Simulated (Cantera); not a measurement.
Mixture: CH₄ : H₂ : O₂ : N₂ : H₂O = 1 : 0.6 : 5.11 : 19.2 : 0.85 (molar parts), at 1.00 bar, adiabatic and at constant pressure. Ignition delay is the time to a rise of 400 K.

Cantera simulation using GRI-Mech 3.0 (53 species, 325 reactions); the numbers are that mechanism's predictions, not measurements.

**Question.** Predict: delay at 1250 K; delay at 1350 K; delay at 1450 K; delay at 1550 K; delay at 1650 K; delay at 1750 K; delay at 1850 K; apparent activation energy between 1650 and 1850 K.

**Answer.** 
- delay at 1250 K: 0.890 ms
- delay at 1350 K: 0.424 ms
- delay at 1450 K: 0.227 ms
- delay at 1550 K: 0.133 ms
- delay at 1650 K: 83.1 µs
- delay at 1750 K: 54.6 µs
- delay at 1850 K: 38.9 µs
- apparent activation energy between 1650 and 1850 K: 96 kJ/mol
